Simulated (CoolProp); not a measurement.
Model: reference Helmholtz-energy equation of state, Akasaka 2022, in CoolProp.

Question: Give the vapour pressure (MPa), liquid density (kg/m³), vapour density (kg/m³), enthalpy of vaporisation (kJ/kg) of saturated R1233zd(E) at 286, 298.6 K.

Answer: 
```csv
T (K),p (MPa),liquid density (kg/m³),vapour density (kg/m³),enthalpy of vaporisation (kJ/kg)
286,0.0827,1290,4.71,197
298.6,0.132,1260,7.33,191
```
